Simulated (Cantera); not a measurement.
An isothermal, constant-pressure homogeneous reactor starts with H₂ : O₂ = 0.014 : 0.16 (molar parts), at 1275 K and 0.0118 atm.

Computed with Cantera and GRI-Mech 3.0 (53 species, 325 reactions). Radical loss at walls, strong at low pressure, is not modelled. The temperature is held fixed by assumption; the heat of reaction is taken as removed at once.

x: mole fraction; the columns are a selection and need not sum to one.

```csv
t (s),x H₂,x O₂,x O,x H₂O,x HO₂
0.000300,0.0805,0.920,2.72e-7,3.87e-7,(withheld)
0.000621,0.0804,0.920,8.70e-6,1.43e-5,(withheld)
0.00129,0.0636,0.908,0.00723,0.0121,(withheld)
0.00266,0.00215,0.860,0.0484,0.0673,3.62e-6
0.00552,0.00186,0.863,0.0459,0.0689,3.57e-6
0.0114,0.00164,0.870,0.0397,0.0711,3.51e-6
0.0237,0.00128,0.882,0.0299,0.0744,3.36e-6
0.0490,0.000776,0.896,0.0176,0.0783,(withheld)
0.101,0.000334,0.907,0.00739,0.0813,(withheld)
0.210,0.000105,0.913,0.00230,0.0828,(withheld)
0.435,2.85e-5,0.915,0.000624,0.0834,(withheld)
0.901,7.85e-6,0.916,0.000172,0.0836,(withheld)
1.87,2.37e-6,0.916,5.21e-5,0.0837,(withheld)
3.86,8.03e-7,0.916,1.77e-5,0.0838,(withheld)
8.00,3.02e-7,0.916,6.65e-6,0.0838,(withheld)
```

Question: Some entries are withheld; supply them.

Answer: 
- 0.000300, x HO₂: 7.01e-8
- 0.000621, x HO₂: 1.62e-7
- 0.00129, x HO₂: 2.55e-6
- 0.0490, x HO₂: 2.95e-6
- 0.101, x HO₂: 2.15e-6
- 0.210, x HO₂: 1.19e-6
- 0.435, x HO₂: 5.04e-7
- 0.901, x HO₂: 1.86e-7
- 1.87, x HO₂: 6.94e-8
- 3.86, x HO₂: 3.08e-8
- 8.00, x HO₂: 1.99e-8
